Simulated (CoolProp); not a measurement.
Saturated liquid density (kg/m³) of isopentane: the reference equation beside estimates from Tc = 187.2 °C, pc = 3.378 MPa, ω = 0.227.

Model: reference Helmholtz-energy equation of state, Lemmon 2006, in CoolProp. It is a short technical equation, of lower accuracy than the large ones.

```tsv
T (°C)	reference	van der Waals	Redlich-Kwong	Soave-Redlich-Kwong	Peng-Robinson
7.55	632.4	389.9	573.3	588.8	664.8
13.35	626.7	386.4	567.3	583.3	658.9
19.15	___	382.9	561.2	577.7	652.8
25.05	614.9	379.3	___	571.7	646.4
30.85	___	375.6	548.3	565.8	639.9
36.65	___	371.8	541.7	559.6	633.1
42.45	596.8	368.0	534.9	553.2	626.1
48.25	590.5	364.0	528.0	546.6	618.9
54.05	584.2	360.0	520.8	539.8	611.4
59.85	577.6	355.9	513.5	532.7	603.6
65.65	571.0	351.7	505.9	525.4	595.6
71.55	564.1	347.2	498.0	517.8	___
77.35	557.1	___	490.0	509.9	578.3
83.15	550.0	___	481.7	501.8	569.3
88.95	542.6	333.4	473.2	493.3	559.8
```

Fill in the missing entries.


- 19.15, reference: 620.9
- 25.05, Redlich-Kwong: 554.8
- 30.85, reference: 609.0
- 36.65, reference: 602.9
- 71.55, Peng-Robinson: 587.1
- 77.35, van der Waals: 342.8
- 83.15, van der Waals: 338.2

Absolute difference from the reference over all 15 rows, mean and median: van der Waals 38.4 and 38.4 %, Redlich-Kwong 10.8 and 10.6 %, Soave-Redlich-Kwong 7.6 and 7.4 %, Peng-Robinson 4.6 and 4.8 %.
